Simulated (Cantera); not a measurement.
What does this Cantera script print?

```python
import numpy as np
import cantera as ct

gas_names = [...]  # 58 gases of nasa_gas.yaml made of F, H, N, O, Si
cond_names = """
    H2O(s) H2O(L) Si(cr) Si(L) SiO2(Lqz) SiO2(hqz) SiO2(L) Si2N2O(s) Si3N4(a)
""".split()


# ... load() reads the species with a 1 bar reference pressure and builds the phases ...
atoms = {
    'SiO2': {'Si': 1, 'O': 2},
    'HF': {'H': 1, 'F': 1},
    'N2': {'N': 2},
}
top_T = {'Si2N2O(s)': 2100, 'Si3N4(a)': 2400}  # K; cautious upper limits of use, not melting points


# ... equilibrate(T, P, feed) seeds the gas with the atoms and calls Mixture.equilibrate('TP', solver="vcs", rtol=1e-11, max_steps=5000) ...
results = []
T = 948  # K
P = 1.3  # Pa
for m in [3.1, 4.7, 6.3, 7.9, 9.5, 11, 13, 14, 16, 18, 19]:
    feed = {'SiO2': 1, 'HF': m, 'N2': 37}  # mol
    mix = equilibrate(T, P, feed)
    results.append((T, P, feed, dict(zip(mix.species_names, mix.species_moles))))

top = {s: max(r[3][s] / sum(r[3][g] for g in gas_names) for r in results) for s in gas_names}
cols = sorted((s for s in top if top[s] > 0.0001), key=lambda s: -top[s])[:8]
seen = [c for c in cond_names if any(r[3].get(c, 0) > 1e-12 for r in results)]
print("log10 of partial pressures in bar; condensed amounts in mol")
print(f"{'n(HF)':>10s}" + "".join(f"{s[:9]:>10s}" for s in cols + seen))
for T, P, feed, n in results:
    ng = sum(n[g] for g in gas_names)
    print(f"{feed['HF']:10.4g}" + "".join(f"{np.log10(max(n[s] / ng * P / 1e5, 1e-99)):10.3f}" for s in cols)
          + "".join(f"{n.get(c, 0):10.4g}" for c in seen))
```

Result:

```
log10 of partial pressures in bar; condensed amounts in mol
     n(HF)        N2        HF       H2O      SiF4 SiO2(hqz)
       3.1    -4.921    -6.020    -7.603    -7.904    0.9615
       4.7    -4.937    -5.858    -7.388    -7.689    0.9344
       6.3    -4.953    -5.749    -7.242    -7.543    0.9049
       7.9    -4.969    -5.668    -7.134    -7.435    0.8736
       9.5    -4.984    -5.604    -7.049    -7.350    0.8409
        11    -4.997    -5.555    -6.984    -7.285    0.8092
        13    -5.015    -5.502    -6.912    -7.213    0.7656
        14    -5.023    -5.478    -6.881    -7.182    0.7434
        16    -5.040    -5.438    -6.827    -7.128    0.6982
        18    -5.055    -5.403    -6.781    -7.082     0.652
        19    -5.063    -5.388    -6.761    -7.062    0.6287
```

Equilibrium computed with Cantera from the NASA thermochemical tables; the gas is ideal and each condensed phase is pure.
